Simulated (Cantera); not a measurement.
An adiabatic, constant-pressure homogeneous reactor starts with CO : H2 : O2 : N2 : CO2 = 1 : 0.31 : 0.963 : 3.37 : 0.01 (molar parts), at 1325 K and 1000000 Pa.

Computed with Cantera and GRI-Mech 3.0 (53 species, 325 reactions). The hydrogen kinetics of GRI-Mech 3.0 are dated; newer H2 mechanisms differ, most at raised pressure.

x: mole fraction; the columns are a selection and need not sum to one.

```
t (s)     T (K)    x CO     x H2    x O2      x NO   x H2O2    x H2O
--------  -----  ------  -------  ------  --------  -------  -------
2.00e-6    1325   0.177   0.0548   0.170    <1e-12  1.45e-8  4.79e-6
4.85e-6    1336   0.176   0.0529   0.169   1.25e-9  2.11e-5  0.00150
1.18e-5     [?]     [?]      [?]     [?]       [?]      [?]      [?]
2.85e-5    2729  0.0326  0.00148  0.0722  0.000572  4.78e-7   0.0534
6.91e-5    2770  0.0276  0.00127  0.0697   0.00183  5.39e-7   0.0542
0.000168   2767  0.0274  0.00127  0.0683   0.00457  5.32e-7   0.0543
0.000406   2760  0.0272  0.00126  0.0659   0.00946  5.18e-7   0.0545
0.000985   2753  0.0269  0.00125  0.0632    0.0148  5.02e-7   0.0546
0.00239    2750  0.0268  0.00125  0.0622    0.0169  4.96e-7   0.0547
0.00579    2750  0.0268  0.00125  0.0621    0.0170  4.96e-7   0.0547
0.0140     2750  0.0268  0.00125  0.0621    0.0170  4.96e-7   0.0547
0.0340     2750  0.0268  0.00125  0.0621    0.0170  4.96e-7   0.0547
0.0825     2750  0.0268  0.00125  0.0621    0.0170  4.96e-7   0.0547
0.200      2750  0.0268  0.00125  0.0621    0.0170  4.96e-7   0.0547
```

Task: Complete the blanks.

Result: 
- 1.18e-5, T (K): 2390
- 1.18e-5, x CO: 0.0663
- 1.18e-5, x H2: 0.00314
- 1.18e-5, x O2: 0.0847
- 1.18e-5, x NO: 7.49e-5
- 1.18e-5, x H2O2: 5.90e-7
- 1.18e-5, x H2O: 0.0472
